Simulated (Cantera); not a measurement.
Input: 1 mol Si, a varied amount of O₂, 8.3 mol H₂, equilibrated at 1702 °C and 5480 Torr.

Cantera equilibrium calculation (NASA polynomials, part measured and part estimated; ideal gas, pure solids and liquids). Candidate condensed phases: H₂O, Si, SiO₂; 18 gas species. Gases not in the tables: Si₂H₆ and higher silanes. Rates play no part.

Q: At 0.013 mol O₂, list the 5 most abundant gas species with their mole fractions, and the condensed phases.

A: H₂ 0.996, SiO 0.00311, H 0.000505, SiH₂ 9.16e-5, H₂O 1.66e-5. Condensed: Si(l).
